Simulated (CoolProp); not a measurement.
Model: reference Helmholtz-energy equation of state, Zhou 2012, in CoolProp.

Problem. For p-xylene, give the phase and the conductivity (mW/(m K)), Prandtl number at 299.65 °C and 0.101 MPa.

Solution. 
- 299.65 °C and 0.101 MPa: gas; conductivity 38.5, Prandtl number 0.676

Viscosity comes from a separate model (Balogun 2015). Thermal conductivity comes from a separate model (Mylona 2014).
